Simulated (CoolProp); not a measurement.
Properties of water along the isotherm 1000 K.

Computed with CoolProp (reference Helmholtz-energy equation of state, Wagner 2002).

```json
[
 {"p (kPa)": "7690", "phase": "gas", "cp (kJ/(kg K))": "2.404", "Joule-Thomson coefficient (K/MPa)": "2.341", "isothermal compressibility (1/MPa)": "0.1327", "viscosity (µPa s)": "38.0", "fugacity coefficient": "0.9805"},
 {"p (kPa)": "15400", "phase": "gas", "cp (kJ/(kg K))": "2.527", "Joule-Thomson coefficient (K/MPa)": "2.278", "isothermal compressibility (1/MPa)": "0.06763", "viscosity (µPa s)": "38.5", "fugacity coefficient": "0.9612"},
 {"p (kPa)": "23100", "phase": "supercritical", "cp (kJ/(kg K))": "2.660", "Joule-Thomson coefficient (K/MPa)": "2.200", "isothermal compressibility (1/MPa)": "0.04600", "viscosity (µPa s)": "39.1", "fugacity coefficient": "0.9423"},
 {"p (kPa)": "30800", "phase": "supercritical", "cp (kJ/(kg K))": "2.802", "Joule-Thomson coefficient (K/MPa)": "2.109", "isothermal compressibility (1/MPa)": "0.03514", "viscosity (µPa s)": "39.9", "fugacity coefficient": "0.9238"},
 {"p (kPa)": "38500", "phase": "supercritical", "cp (kJ/(kg K))": "2.950", "Joule-Thomson coefficient (K/MPa)": "2.007", "isothermal compressibility (1/MPa)": "0.02855", "viscosity (µPa s)": "40.7", "fugacity coefficient": "0.9059"},
 {"p (kPa)": "46200", "phase": "supercritical", "cp (kJ/(kg K))": "3.101", "Joule-Thomson coefficient (K/MPa)": "1.896", "isothermal compressibility (1/MPa)": "0.02408", "viscosity (µPa s)": "41.7", "fugacity coefficient": "0.8885"},
 {"p (kPa)": "53800", "phase": "supercritical", "cp (kJ/(kg K))": "3.251", "Joule-Thomson coefficient (K/MPa)": "1.780", "isothermal compressibility (1/MPa)": "0.02082", "viscosity (µPa s)": "42.7", "fugacity coefficient": "0.8721"},
 {"p (kPa)": "61500", "phase": "supercritical", "cp (kJ/(kg K))": "3.400", "Joule-Thomson coefficient (K/MPa)": "1.661", "isothermal compressibility (1/MPa)": "0.01825", "viscosity (µPa s)": "43.9", "fugacity coefficient": "0.8563"},
 {"p (kPa)": "69200", "phase": "supercritical", "cp (kJ/(kg K))": "3.542", "Joule-Thomson coefficient (K/MPa)": "1.541", "isothermal compressibility (1/MPa)": "0.01616", "viscosity (µPa s)": "45.1", "fugacity coefficient": "0.8412"},
 {"p (kPa)": "76900", "phase": "supercritical", "cp (kJ/(kg K))": "3.673", "Joule-Thomson coefficient (K/MPa)": "1.423", "isothermal compressibility (1/MPa)": "0.01441", "viscosity (µPa s)": "46.4", "fugacity coefficient": "0.8270"},
 {"p (kPa)": "84600", "phase": "supercritical", "cp (kJ/(kg K))": "3.791", "Joule-Thomson coefficient (K/MPa)": "1.308", "isothermal compressibility (1/MPa)": "0.01289", "viscosity (µPa s)": "47.8", "fugacity coefficient": "0.8136"},
 {"p (kPa)": "92300", "phase": "supercritical", "cp (kJ/(kg K))": "3.893", "Joule-Thomson coefficient (K/MPa)": "1.199", "isothermal compressibility (1/MPa)": "0.01157", "viscosity (µPa s)": "49.1", "fugacity coefficient": "0.8012"},
 {"p (kPa)": "100000", "phase": "supercritical", "cp (kJ/(kg K))": "3.979", "Joule-Thomson coefficient (K/MPa)": "1.094", "isothermal compressibility (1/MPa)": "0.01040", "viscosity (µPa s)": "50.5", "fugacity coefficient": "0.7896"}
]
```

Viscosity comes from a separate model (Huber 2009).
